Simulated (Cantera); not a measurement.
A closed system holds: 1 mol Nb₂O₅, 1100 mol H₂, held at 0.880 bar.

These are equilibrium values from Cantera (NASA tables, ideal gas, pure condensed phases), not measurements of a reactor. Candidate condensed phases: H₂O, Nb, NbO, NbO₂, Nb₂O₅; 12 gas species. Mutual solubility and eutectic melting of coexisting phases are not modelled. NbO: taken at fixed stoichiometry. Condensed phases not in the tables: the oxides between NbO₂ and Nb₂O₅. Rates play no part.

x: gas mole fraction; n: condensed amount in mol.

```
T (K)   x H₂     x H₂O      x H      x OH  n NbO₂(s)  n NbO(s)
-----  -----  --------  -------  --------  ---------  --------
1298   0.999  0.000909  1.14e-6  1.34e-11       2.00         0
1323   0.999  0.000909  1.69e-6  2.22e-11       2.00         0
1348   0.999  0.000909  2.47e-6  3.61e-11       2.00         0
1373   0.999  0.000909  3.55e-6  5.76e-11       2.00         0
1398   0.999  0.000909  5.04e-6  9.05e-11       2.00         0
1423   0.999  0.000924      ___       ___       1.98       ___
1448   0.999   0.00108  9.82e-6  2.53e-10       1.81     0.191
1473   0.999   0.00126  1.35e-5  4.42e-10       1.61     0.386
1498   0.999       ___      ___       ___        ___       ___
1523   0.998   0.00168  2.46e-5   1.28e-9       1.15     0.847
1548   0.998   0.00192  3.28e-5   2.11e-9      0.883      1.12
```

Q: What belongs in the gaps?

A: 
- 1423, x H: 7.08e-6
- 1423, x OH: 1.42e-10
- 1423, n NbO(s): 0.0169
- 1498, x H₂O: 0.00146
- 1498, x H: 1.83e-5
- 1498, x OH: 7.58e-10
- 1498, n NbO₂(s): 1.40
- 1498, n NbO(s): 0.604
